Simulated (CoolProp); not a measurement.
n-undecane at several states: Z from the reference equation and from simpler models built on Tc = 638.8 K, pc = 1.990 MPa, ω = 0.539; each cubic takes its own stable root.

Computed with CoolProp (reference Helmholtz-energy equation of state, Aleksandrov 2011). It is a short technical equation, of lower accuracy than the large ones.

```
T (K)  p (MPa)   phase  reference
-----  -------  ------  ---------
533.1    0.135     gas     0.9460
394.9    0.402  liquid    0.02889
273.7    0.138  liquid    0.01255
451.4   0.0384     gas     0.9706
325.1    0.514  liquid    0.04149
327.9     2.87  liquid     0.2297
```

### Question
How far does each simpler model (van der Waals, Peng-Robinson) lie from the reference over these 6 states: mean and median of the absolute difference, and the worst?

### Answer
- van der Waals: mean 58.3 %, median 84.7 %, worst +89.3 % at 273.7 K and 0.138 MPa
- Peng-Robinson: mean 4.8 %, median 5.7 %, worst +9.2 % at 273.7 K and 0.138 MPa
